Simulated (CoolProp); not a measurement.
Computed with CoolProp (reference Helmholtz-energy equation of state, Zhou 2011).

Problem. Give the vapour pressure (bar), vapour density (kg/m³) of saturated dimethyl carbonate at 144.45, 146.75, 149.05 °C.

Solution. 
```tsv
T (°C)	p (bar)	vapour density (kg/m³)
144.45	4.41	12.5
146.75	4.65	13.1
149.05	4.90	13.8
```
